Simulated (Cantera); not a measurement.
What does this Cantera script print?

```python
import numpy as np
import cantera as ct

gas_names = [...]  # 100 gases of nasa_gas.yaml made of C, H, N, S
cond_names = """
    C(gr) C6H6(L) C7H8(L) C8H18(L),n-octa S(cr1) S(cr2) S(L)
""".split()


# ... load() reads the species with a 1 bar reference pressure and builds the phases ...
atoms = {
    'CS2': {'C': 1, 'S': 2},
    'H2': {'H': 2},
    'N2': {'N': 2},
}
top_T = {'C(gr)': 4500}  # K; cautious upper limits of use, not melting points


# ... equilibrate(T, P, feed) seeds the gas with the atoms and calls Mixture.equilibrate('TP', solver="vcs", rtol=1e-11, max_steps=5000) ...
results = []
feed = {'CS2': 1, 'H2': 0.61, 'N2': 0.98}  # mol
T = 700  # K
P = 101325  # Pa
mix = equilibrate(T, P, feed)
results.append((T, P, feed, dict(zip(mix.species_names, mix.species_moles))))
print(gas.report(threshold=0.0001))
for i in range(1, mix.n_phases):
    print(f"{mix.phase(i).name:16s} {mix.phase_moles(i):12.5e} mol")
```

It prints:

```
       temperature   700 K
          pressure   1.0132e+05 Pa
           density   0.82342 kg/m^3
  mean mol. weight   47.297 kg/kmol
   phase of matter   gas

                          1 kg             1 kmol
                     ---------------   ---------------
          enthalpy        7.6923e+05        3.6383e+07  J
   internal energy        6.4618e+05        3.0563e+07  J
           entropy            5457.2        2.5811e+05  J/K
    Gibbs function       -3.0508e+06        -1.443e+08  J
 heat capacity c_p             924.2             43712  J/K
 heat capacity c_v             748.4             35398  J/K

                      mass frac. Y      mole frac. X     chem. pot. / RT
                     ---------------   ---------------   ---------------
               CS2           0.28087            0.1745           -11.933
                H2        8.0677e-06        0.00018928           -25.257
               H2S           0.21392           0.29692           -30.677
                N2           0.28272           0.47733           -24.759
                S2          0.018148          0.013386            -10.84
                S8           0.20433          0.037681           -43.359
     [  +94 minor]        1.3023e-07        3.5354e-07

C(gr)             6.41739e-01 mol
S(L)              0.00000e+00 mol
```

These are equilibrium values from Cantera (NASA tables, ideal gas, pure condensed phases), not measurements of a reactor. Gases not in the tables: S3 to S7.
